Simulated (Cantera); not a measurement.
## Adiabatic ignition

An adiabatic, constant-volume homogeneous reactor starts with 18.3 % CH3OH, 17.2 % O2, 64.5 % N2, equivalence ratio 1.6, at 1075 K and 68000 Pa.

Detailed kinetics in Cantera: GRI-Mech 3.0 (53 species, 325 reactions). GRI-Mech 3.0 was tuned for natural gas; its chemistry of methanol as a main component is partial and can be far from experiment.

| t (s) | T (K) | P (bar) | x CH3OH | x O2 | x O | x H2O2 | x CH4 |
|---|---|---|---|---|---|---|---|
| 5.00e-6 | 1075 | 0.680 | 0.183 | 0.172 | 1.00e-12 | <1e-12 | 1.16e-11 |
| 1.83e-5 | 1075 | 0.680 | 0.183 | 0.172 | 1.01e-12 | <1e-12 | 1.44e-10 |
| 6.72e-5 | 1075 | 0.680 | 0.183 | 0.172 | 1.03e-12 | <1e-12 | 1.48e-9 |
| 0.000247 | 1075 | 0.680 | 0.183 | 0.172 | 1.05e-12 | 1.88e-12 | 9.81e-9 |
| 0.000904 | 1075 | 0.680 | 0.183 | 0.172 | 1.05e-12 | 9.98e-11 | 4.29e-8 |
| 0.00332 | 1075 | 0.680 | 0.183 | 0.172 | 1.06e-12 | 4.14e-9 | 1.64e-7 |
| 0.0122 | 1075 | 0.680 | 0.183 | 0.172 | 1.20e-12 | 1.06e-7 | 6.01e-7 |
| 0.0446 | 1075 | 0.680 | 0.183 | 0.172 | 2.91e-12 | 1.69e-6 | 2.14e-6 |
| 0.164 | 2708 | 2.07 | <1e-12 | 0.00109 | 0.000863 | 1.13e-7 | <1e-12 |
| 0.600 | 2708 | 2.07 | <1e-12 | 0.00109 | 0.000863 | 1.13e-7 | <1e-12 |
x: mole fraction; the columns are a selection and need not sum to one.

```json
{
 "time_of_steepest_temperature_rise": "0.121 s",
 "temperature at 0.600 s": "2708 K",
 "equilibrium_temperature": "2708 K",
 "x(CH3OH) at 0.600 s": "<1e-12 (gas-phase equilibrium <1e-12)",
 "x(O2) at 0.600 s": "0.00109 (gas-phase equilibrium 0.00109)",
 "x(O) at 0.600 s": "0.000863 (gas-phase equilibrium 0.000863)"
}
```
